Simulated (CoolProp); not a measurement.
trans-2-butene along the isotherm 184.95 °C: Z from the reference equation and from simpler models built on Tc = 155.5 °C, pc = 4019 kPa, ω = 0.210; each cubic takes its own stable root.

The numbers come from the reference Helmholtz-energy equation of state, Lemmon 2005 in CoolProp. It is a short technical equation, of lower accuracy than the large ones.

```
p (kPa)          phase  reference
-------  -------------  ---------
603                gas     0.9571
1210               gas     0.9112
1810               gas     0.8628
2410               gas     0.8108
3010               gas     0.7541
3620               gas     0.6907
4220     supercritical     0.6209
4820     supercritical     0.5417
5430     supercritical     0.4521
6030     supercritical     0.3771
```

How far does each simpler model (Soave-Redlich-Kwong, Peng-Robinson) lie from the reference over these 10 states: mean and median of the absolute difference, and the worst?


- Soave-Redlich-Kwong: mean 3.6 %, median 1.8 %, worst +14.6 % at 184.95 °C and 6030 kPa
- Peng-Robinson: mean 1.9 %, median 1.5 %, worst +7.2 % at 184.95 °C and 6030 kPa
